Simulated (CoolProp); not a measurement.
Vapour-liquid equilibrium of isobutane (1) + acetone (2) at 14.95 °C; x and y are mole fractions of (1).

Values from CoolProp's multi-fluid Helmholtz-energy mixture model, Bücker 2006 and Lemmon 2006; pair parameters Bell 2016.

| x | bubble pressure, mixture model (MPa) | bubble pressure, Raoult's law (MPa) | y, mixture model | y, Raoult's law |
|---|---|---|---|---|
| 0.05 | 0.07458 | 0.03152 | 0.743 | 0.410 |
| 0.125 | 0.1350 | 0.04945 | 0.863 | 0.654 |
| 0.2 | 0.1740 | 0.06737 | ___ | 0.768 |
| 0.275 | 0.1975 | 0.08530 | 0.912 | 0.834 |
| 0.35 | 0.2107 | 0.1032 | 0.919 | 0.877 |
| 0.425 | 0.2176 | 0.1212 | 0.923 | 0.907 |
| 0.5 | 0.2213 | 0.1391 | 0.925 | 0.930 |
| 0.575 | 0.2238 | 0.1570 | 0.927 | 0.947 |
| 0.65 | 0.2265 | 0.1749 | ___ | 0.961 |
| 0.725 | ___ | 0.1929 | 0.934 | 0.972 |
| 0.8 | 0.2359 | 0.2108 | 0.941 | 0.981 |
| 0.875 | ___ | 0.2287 | 0.954 | 0.989 |
| 0.95 | ___ | 0.2466 | 0.977 | 0.996 |

Task: Fill in the missing entries.

Result: 
- 0.2, y, mixture model: 0.897
- 0.65, y, mixture model: 0.929
- 0.725, bubble pressure, mixture model (MPa): 0.2304
- 0.875, bubble pressure, mixture model (MPa): 0.2433
- 0.95, bubble pressure, mixture model (MPa): 0.2522

The largest gap from Raoult's law is +173.0 % in bubble pressure, at x = 0.125. No azeotrope shows between x = 0.05 and 0.95.

The pair parameters rest on a limited set of measurements; away from them the model extrapolates. With so large a gap from Raoult's law the liquid may split in two, which this calculation doesn't test in full.
